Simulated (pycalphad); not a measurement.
CALPHAD calculation (pycalphad, COST 507 light-alloy database (1999)), 1 atm. These are 1990s assessments: newer ones move some temperatures and phases. The system is extrapolated from its subsystems; higher-order compounds may be missing. Kinetics are ignored, which matters at the lower temperatures.

Molar enthalpy of Al-0.24Si-0.43Fe-0.31Mn (at.%) in equilibrium (SER reference):

| T (K) | H (kJ/mol) | phases |
|---|---|---|
| 1850 | 57.47 | liquid |
| 1775 | 55.08 | liquid |
| 1700 | 52.69 | liquid |
| 1625 | 50.31 | liquid |
| 1550 | 47.92 | liquid |
| 1475 | 45.53 | liquid |
| 1400 | 43.15 | liquid |
| 1325 | 40.76 | liquid |
| 1250 | 38.38 | liquid |
| 1175 | 35.99 | liquid |
| 1100 | 33.61 | liquid |
| 1025 | 31.23 | liquid |
| 950 | 28.85 | liquid |
| 875 | 15.44 | fcc + AL6MN + AL13FE4 |
| 800 | 12.99 | fcc + AL6MN + ALFESI_ALPHA |
| 725 | 10.67 | fcc + AL6MN + ALFESI_ALPHA + ALMNSI_ALPHA |
| 650 | 8.44 | fcc + AL6MN + ALFESI_BETA + ALMNSI_ALPHA |
| 575 | 6.31 | fcc + AL6MN + ALFESI_BETA + ALMNSI_ALPHA |
| 500 | 4.24 | fcc + AL6MN + ALFESI_BETA + ALMNSI_ALPHA |

Cooling from 950 K to 875 K, across the freezing range, releases 13.4 kJ/mol, or 493 J/g. The slope is 32 J/(mol K) in the liquid and 33 J/(mol K) just below the solidus, where it includes any heat of precipitation. Liquidus 928 K, solidus 912 K. Changes were sought between steps of 75 K, so a narrower field can be missed.

Database names, with the compositions (at.%) that they take in these runs: AL6MN: Al 86 Fe 8 Mn 6; AL13FE4: Al 76 Fe 21 Mn 2; ALFESI_ALPHA: Al 72 Fe 19 Si 8; ALMNSI_ALPHA: Al 71 Mn 17 Si 11; ALFESI_BETA: Al 70 Si 15 Fe 15.
